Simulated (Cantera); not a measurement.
**Diamond growth**

A diamond (100) surface in a fixed gas of H2 with x(CH4) = 0.0023, x(H) = 0.045, x(CH3) = 2.6e-05, 97.5 Torr; coverages are run to steady state.

Cantera simulation using the Harris–Goodwin 1993 mechanism for the reconstructed diamond (100) surface; the numbers are that mechanism's predictions, not measurements.

```
T (K)  growth (µm/h)  θ c6HH  θ c6H*  θ c6*H   θ c6**    θ c6HM
-----  -------------  ------  ------  ------  -------  --------
900             1.07   0.691  0.0115   0.292  0.00451  0.000491
950             1.42   0.643  0.0153   0.334  0.00687  0.000393
1000            1.81   0.596  0.0195   0.374  0.01000  0.000318
1050            2.24   0.552  0.0242   0.410   0.0140  0.000259
1100            2.68   0.511  0.0292   0.441   0.0188  0.000212
1150            3.08   0.472  0.0344   0.468   0.0247  0.000172
1200            3.38   0.437  0.0397   0.491   0.0314  0.000136
1250            3.43   0.405  0.0452   0.510   0.0391  0.000101
1300            3.15   0.376  0.0505   0.526   0.0477   6.80e-5
1350            2.65   0.349  0.0558   0.538   0.0572   4.02e-5
1400            2.16   0.325  0.0610   0.547   0.0674   2.13e-5
```
θ: site fractions in the mechanism's names (c6HH fully hydrogenated, c6H* and c6*H radical sites, c6** diradical, c6HM methylated).
